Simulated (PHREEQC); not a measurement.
A made-up water analysis in mg/L, 20 °C, pH 2.79, pe 12.3: Na 223; K 64.2; Ca 110; Mg 52.9; Cl 26.4; S(6) as SO4 1350; Si as SiO2 23; P as PO4 3.28; Cd 1.05; Fe(3) 99.8.

Valence states are taken as typed.

All values are PHREEQC results (ion-association model, wateq4f.dat), not measurements.

```
Quantity                       Value
--------------------  --------------
ionic strength        0.0348 mol/kgw
total alkalinity        -6.13 meq/kg
charge-balance error           0.5 %
```

| species | molality | activity | log γ |
|---|---|---|---|
| SO4-2 | 0.00964 | 0.00494 | -0.290 |
| Na+ | 0.00949 | 0.00802 | -0.073 |
| H+ | 0.00187 | 0.00162 | -0.061 |
| Ca+2 | 0.00184 | 0.000961 | -0.283 |
| K+ | 0.00160 | 0.00134 | -0.077 |
| Mg+2 | 0.00142 | 0.000754 | -0.275 |
| FeSO4+ | 0.00136 | 0.00115 | -0.072 |
| CaSO4 | 0.000896 | 0.000903 | 0.003 |
| HSO4- | 0.000830 | 0.000700 | -0.074 |

Precipitation was switched off in this run. The solution is supersaturated, for example in Strengite, Jarosite-K, so a real one may precipitate; this is no full list. Complexes and solids missing from the database can't appear. H3PO4, which wateq4f.dat lacks, is added to it with the constant of phreeqc.dat. The database has no phosphate complexes of Cd.
